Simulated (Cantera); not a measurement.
Input: 1 mol CCl4, 0.23 mol F2, at 500 °C and 27.0 Pa.

These are equilibrium values from Cantera (NASA tables, ideal gas, pure condensed phases), not measurements of a reactor. Candidate condensed phases: C; 27 gas species. Condensed phases not in the tables: fluorocarbon polymer. Gases not in the tables: C2F6 and larger saturated fluorocarbons. Equilibrium is a limit: real reactors are often held back by kinetics, nucleation or transport.

Base state: Cl2 0.944, CF4 0.0520, CClF3 0.00305, CCl2F2 0.000334, Cl 0.000290, CCl3F 4.50e-5, CCl4 4.00e-5 (mole fractions); condensed: C(graphite).

Task: What changes in the equilibrium state with this change: pressure from 27.0 Pa to 0.133 bar?

Result: 
| species | before | after |
|---|---|---|
| Cl2 | 0.944 | 0.916 |
| CF4 | 0.0520 | 0.0425 |
| CCl4 | 4.00e-5 | 0.0186 |
| CClF3 | 0.00305 | 0.0122 |
| CCl3F | 4.50e-5 | 0.00428 |
| Cl | 0.000290 | 1.29e-5 |
| CCl2F2 | 0.000334 | 0.00651 |
| C(graphite), mol | 0.883 | 0.827 |
Gases not in the tables: C2F6 and larger saturated fluorocarbons, chlorinated aromatics.
